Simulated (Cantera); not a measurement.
An adiabatic, constant-volume homogeneous reactor starts with CH4 : H2 : O2 : N2 = 1 : 0.34 : 1.21 : 4.53 (molar parts), equivalence ratio 1.8, at 1025 K and 18.0 bar. Integrator tolerance rtol = 1e-08.

Computed with Cantera and GRI-Mech 3.0 (53 species, 325 reactions). The pressure lies above the range GRI-Mech 3.0 was tuned for (to about 10 atm).

Problem. What does this change do: pressure from 18.0 bar to 5.00 bar?

Solution. 
```json
[
 {"quantity": "time of steepest temperature rise", "before": "4.29 ms", "after": "7.89 ms"},
 {"quantity": "temperature at 4.00 s", "before": "2657 K", "after": "2638 K"},
 {"quantity": "equilibrium temperature", "before": "2657 K", "after": "2638 K"},
 {"quantity": "x(CH4) at 4.00 s", "before": "7.96e-9 (gas-phase equilibrium 8.84e-9)", "after": "6.35e-10 (gas-phase equilibrium 7.14e-10)"},
 {"quantity": "x(H2) at 4.00 s", "before": "0.135 (gas-phase equilibrium 0.135)", "after": "0.135 (gas-phase equilibrium 0.135)"},
 {"quantity": "x(O2) at 4.00 s", "before": "4.04e-6 (gas-phase equilibrium 4.04e-6)", "after": "1.24e-5 (gas-phase equilibrium 1.24e-5)"},
 {"quantity": "x(H2O2) at 4.00 s", "before": "2.24e-8 (gas-phase equilibrium 2.24e-8)", "after": "1.98e-8 (gas-phase equilibrium 1.98e-8)"},
 {"quantity": "x(HCN) at 4.00 s", "before": "2.73e-6 (gas-phase equilibrium 2.73e-6)", "after": "7.50e-7 (gas-phase equilibrium 7.50e-7)"},
 {"quantity": "x(H) at 4.00 s", "before": "0.00247 (gas-phase equilibrium 0.00247)", "after": "0.00436 (gas-phase equilibrium 0.00436)"},
 {"quantity": "x(CO2) at 4.00 s", "before": "0.0193 (gas-phase equilibrium 0.0193)", "after": "0.0193 (gas-phase equilibrium 0.0193)"}
]
```

Problem. What does this change do: constant pressure in place of constant volume?

Solution. 
```json
[
 {"quantity": "time of steepest temperature rise", "before": "4.29 ms", "after": "4.61 ms"},
 {"quantity": "temperature at 4.00 s", "before": "2657 K", "after": "2310 K"},
 {"quantity": "equilibrium temperature", "before": "2657 K", "after": "2310 K"},
 {"quantity": "x(CH4) at 4.00 s", "before": "7.96e-9 (gas-phase equilibrium 8.84e-9)", "after": "4.26e-9 (gas-phase equilibrium 4.75e-9)"},
 {"quantity": "x(H2) at 4.00 s", "before": "0.135 (gas-phase equilibrium 0.135)", "after": "0.138 (gas-phase equilibrium 0.138)"},
 {"quantity": "x(O2) at 4.00 s", "before": "4.04e-6 (gas-phase equilibrium 4.04e-6)", "after": "3.58e-7 (gas-phase equilibrium 3.58e-7)"},
 {"quantity": "x(H2O2) at 4.00 s", "before": "2.24e-8 (gas-phase equilibrium 2.24e-8)", "after": "1.83e-9 (gas-phase equilibrium 1.83e-9)"},
 {"quantity": "x(HCN) at 4.00 s", "before": "2.73e-6 (gas-phase equilibrium 2.73e-6)", "after": "9.85e-7 (gas-phase equilibrium 9.85e-7)"},
 {"quantity": "x(H) at 4.00 s", "before": "0.00247 (gas-phase equilibrium 0.00247)", "after": "0.000899 (gas-phase equilibrium 0.000899)"},
 {"quantity": "x(CO2) at 4.00 s", "before": "0.0193 (gas-phase equilibrium 0.0193)", "after": "0.0215 (gas-phase equilibrium 0.0215)"}
]
```
